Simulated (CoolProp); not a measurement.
The fluid at 284.97 K and 2.13 MPa is throttled through a valve to 0.066 MPa with no heat exchange. The same conditions are run with several fluids, on thermodynamics alone (safety and materials aside).

Computed with CoolProp (reference Helmholtz-energy equation of state of each fluid (dry air: Lemmon 2000; nitrous oxide: Lemmon 2006; methane: Setzmann 1991; fluorine: de Reuck 1990; carbon monoxide: Lemmon 2006)). Blends and air are pseudo-pure fits.

```csv
fluid,temperature change (K),final density (kg/m³)
dry air,…,…
nitrous oxide,…,1.37
methane,-10.2,0.464
fluorine,…,1.08
carbon monoxide,…,0.796
```

Problem. Some entries are withheld; supply them.

Solution. 
- dry air, temperature change (K): -5.1
- dry air, final density (kg/m³): 0.822
- nitrous oxide, temperature change (K): -29.4
- fluorine, temperature change (K): -4.3
- carbon monoxide, temperature change (K): -5.7
